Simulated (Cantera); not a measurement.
An isothermal, constant-pressure homogeneous reactor starts with NO : N2 = 1 : 0.13 (molar parts), at 1423 K and 53.3 Torr. Integrator tolerance rtol = 1e-08.

Computed with Cantera and GRI-Mech 3.0 (53 species, 325 reactions).

Task: What does this change do: temperature 1423 to 1475 K?

Result: 
| quantity | before | after |
|---|---|---|
| x(NO) at 100 s | 0.850 (gas-phase equilibrium 0.00101) | 0.816 (gas-phase equilibrium 0.00132) |
| x(NO2) at 100 s | 0.000441 (gas-phase equilibrium 2.67e-6) | 0.000497 (gas-phase equilibrium 2.95e-6) |
| x(O2) at 100 s | 0.0170 (gas-phase equilibrium 0.442) | 0.0339 (gas-phase equilibrium 0.442) |
| x(O) at 100 s | 8.04e-7 (gas-phase equilibrium 3.38e-6) | 2.27e-6 (gas-phase equilibrium 7.21e-6) |
| x(N2O) at 100 s | 0.000212 (gas-phase equilibrium 1.42e-8) | 0.000202 (gas-phase equilibrium 1.83e-8) |
